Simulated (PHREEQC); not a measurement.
## Acid mine or pickling water

Model water analysis in mg/L, 25 °C, pH 2.12, pe 11.6: Na 730; K 5.74; Ca 818; Mg 148; Cl 670; S(6) as SO4 4560; Zn 11.9; Li 0.39; Cu(2) 1.28.

Valence states are taken as typed.

Equilibrium calculation in PHREEQC: ion-association model, wateq4f.dat.

Precipitation was switched off in this run.

Problem. Predict the ionic strength, charge-balance error.

Solution. ionic strength 0.118 mol/kgw; charge-balance error -6.6 %.

Problem. In which forms is Cu present?

Solution. Cu+2 58 %, CuSO4 41 %, CuCl+ 1.1 % of the Cu.

Saturation is exceeded, for instance for Gypsum; the values hold only as long as no solid forms.
